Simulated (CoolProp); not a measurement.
Saturated liquid density (kg/m³) of toluene: the reference equation beside estimates from Tc = 591.7 K, pc = 4.126 MPa, ω = 0.266.

Computed with CoolProp (reference Helmholtz-energy equation of state, Lemmon 2006). It is a short technical equation, of lower accuracy than the large ones.

```csv
T (K),reference,Redlich-Kwong,Soave-Redlich-Kwong,Peng-Robinson
424.3,735.7,627.6,655.4,742.4
427.2,732.4,624.1,652.0,738.7
430.1,729.1,[?],648.6,735.0
433,725.8,[?],645.2,731.2
435.9,[?],[?],641.7,727.4
438.8,719.0,609.8,638.2,723.4
441.7,715.6,606.1,634.6,719.5
444.6,712.2,602.4,631.0,715.4
447.5,708.7,598.6,627.3,711.3
450.4,705.2,594.8,623.6,707.2
453.3,701.6,590.9,[?],703.0
456.3,697.9,586.9,615.8,698.5
459.2,694.3,[?],[?],694.1
462.1,690.6,578.9,607.9,689.7
465,686.9,[?],603.8,685.2
```

Problem. Some entries are withheld; supply them.

Solution. 
- 430.1, Redlich-Kwong: 620.6
- 433, Redlich-Kwong: 617.0
- 435.9, reference: 722.4
- 435.9, Redlich-Kwong: 613.4
- 453.3, Soave-Redlich-Kwong: 619.8
- 459.2, Redlich-Kwong: 582.9
- 459.2, Soave-Redlich-Kwong: 611.9
- 465, Redlich-Kwong: 574.8

Absolute difference from the reference over all 15 rows, mean and median: Redlich-Kwong 15.5 and 15.4 %, Soave-Redlich-Kwong 11.4 and 11.4 %, Peng-Robinson 0.5 and 0.4 %.
